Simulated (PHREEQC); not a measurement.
NH3 is added in steps, without added water, to 1 kg of water holding 0.04 mol Na2SeO4, 0.12 mol H3PO4 and 0.00052 mol NaCl, at 25 °C. O2 is buffered at 0.21 atm. No CO2 enters from the air. Only these solids could form: Halite.

Base run: PHREEQC, ion-association model, wateq4f.dat. Each further column changes one thing. The table gives H2PO4- (mol/kgw).

```csv
NH3 added (mol),base,H3PO4 from 0.12 to 0.18 mol/kgw,diluted 100-fold with water,NaCl left out,no solid may form
0,0.0369,0.0464,0.00105,0.0369,0.0369
0.0885,0.0938,0.102,2.75e-7,0.0938,0.0938
0.177,0.0633,0.177,1.50e-7,0.0633,0.0633
0.2655,0.00210,0.0950,1.07e-7,0.00210,0.00210
0.3245,0.000690,0.0379,9.13e-8,0.000690,0.000690
0.413,0.000340,0.00222,7.51e-8,0.000340,0.000340
0.5015,0.000225,0.000870,6.43e-8,0.000225,0.000225
0.59,0.000168,0.000538,5.65e-8,0.000168,0.000168
```

H3PO4, which wateq4f.dat lacks, is added to it with the constant of phreeqc.dat.
